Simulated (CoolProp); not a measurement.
Vapour-liquid equilibrium of 1-butene (1) + n-butane (2) at 0.0747 MPa; x and y are mole fractions of (1).

The numbers come from the multi-fluid Helmholtz-energy mixture model, Lemmon 2005 and Bücker 2006; pair parameters Bell 2016 in CoolProp.

Task: Give the bubble temperature and the first vapour's composition at x = 0.45, 0.75, 0.95. Is there an azeotrope?

Result: x = 0.45: 261.9 K, y = 0.510; x = 0.75: 260.3 K, y = 0.787; x = 0.95: 259.5 K, y = 0.957. No azeotrope shows between x = 0.05 and 0.95.

The pair parameters rest on a limited set of measurements; away from them the model extrapolates.
